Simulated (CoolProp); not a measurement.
Saturation properties of 1-butene.

Model: reference Helmholtz-energy equation of state, Lemmon 2005, in CoolProp. It is a short technical equation, of lower accuracy than the large ones.

```csv
T (°C),p (MPa),liquid density (kg/m³),liquid cp (kJ/(kg K))
52.75,0.6381,551.4,2.476
57.65,0.7199,544.3,2.512
62.55,0.8092,537.2,2.550
67.45,0.9064,529.7,2.591
72.35,1.012,522.1,2.635
77.25,1.126,514.2,2.683
82.15,1.250,506.0,2.736
87.05,1.383,497.5,2.795
91.95,1.527,488.6,2.861
96.75,1.678,479.5,2.934
101.65,1.843,469.7,3.022
106.55,2.021,459.3,3.125
111.45,2.211,448.2,3.252
116.35,2.414,436.2,3.413
```

It boils at -6.3 °C under 1 atm.
